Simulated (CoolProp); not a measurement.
Aqueous potassium carbonate as a coolant, at -7 °C, 1 atm.

The numbers come from the Melinder's fits for secondary coolants in CoolProp.

```csv
mass %,freezing point (°C),viscosity (mPa s),cp (kJ/(kg K)),density (kg/m³),conductivity (W/(m K))
20.2,-8.9,3.48,3.259,1202,0.535
22.3,-10.5,3.75,3.182,1225,___
24.5,-12.4,4.08,3.101,1249,___
26.7,-14.6,4.50,3.024,1273,0.528
28.9,___,___,2.950,___,0.526
```

Problem. What belongs in the gaps?

Solution. 
- 22.3, conductivity (W/(m K)): 0.533
- 24.5, conductivity (W/(m K)): 0.530
- 28.9, freezing point (°C): -17.2
- 28.9, viscosity (mPa s): 5.01
- 28.9, density (kg/m³): 1298
